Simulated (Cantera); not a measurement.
Mixture: CH4 : O2 : N2 = 1 : 4.76 : 17.9 (molar parts), at 30.6 atm, adiabatic and at constant pressure. Ignition delay is the time to a rise of 400 K.

Detailed kinetics in Cantera: GRI-Mech 3.0 (53 species, 325 reactions). The pressure lies above the range GRI-Mech 3.0 was tuned for (to about 10 atm).

### Question
What does this change do: constant volume in place of constant pressure?

### Answer
```
quantity                                                before       after
--------------------------------------------------  ----------  ----------
delay at 1050 K                                        10.1 ms     9.67 ms
delay at 1150 K                                        2.21 ms     2.10 ms
delay at 1250 K                                       0.626 ms    0.591 ms
delay at 1350 K                                       0.214 ms    0.200 ms
delay at 1450 K                                        83.6 µs     77.8 µs
apparent activation energy between 1350 and 1450 K  150 kJ/mol  150 kJ/mol
```
